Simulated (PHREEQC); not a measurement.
NaOH is added in steps, without added water, to 1 kg of water holding 0.77 mol/kgw NaBr, 0.22 mol/kgw NaHCO3 and 0.41 mol/kgw KBr, at 20 °C. The system is closed to CO2. Only these solids could form: Kalicinite, Nahcolite, Natron, Trona.

Base run: PHREEQC, Pitzer model, pitzer.dat. Each further column changes one thing. The table gives pH.

| NaOH added (mol) | base | diluted 10-fold with water | NaHCO3 from 0.22 to 0.11 mol/kgw | KBr from 0.41 to 0.082 mol/kgw | no solid may form |
|---|---|---|---|---|---|
| 0 | 7.76 | 8.10 | 7.79 | 7.79 | 7.76 |
| 0.025 | 8.65 | (withheld) | 9.04 | 8.67 | 8.65 |
| 0.05625 | 9.08 | 12.56 | 9.59 | 9.09 | 9.08 |
| 0.08125 | 9.31 | 12.79 | 10.02 | 9.33 | 9.31 |
| 0.1125 | 9.57 | 12.97 | 11.50 | 9.58 | 9.57 |
| 0.1375 | 9.77 | 13.07 | 12.37 | 9.79 | 9.77 |
| 0.1688 | 10.07 | (withheld) | 12.70 | 10.09 | 10.07 |
| 0.1938 | 10.42 | 13.24 | (withheld) | 10.44 | 10.42 |
| 0.225 | 11.74 | 13.31 | 12.99 | 11.74 | 11.74 |
| 0.25 | 12.41 | 13.36 | 13.08 | 12.41 | 12.41 |

### Question
What belongs in the gaps?

### Answer

- 0.025, diluted 10-fold with water: 11.57
- 0.1688, diluted 10-fold with water: 13.17
- 0.1938, NaHCO3 from 0.22 to 0.11 mol/kgw: 12.85

In brines, pH and single-ion activities rest on the MacInnes convention.
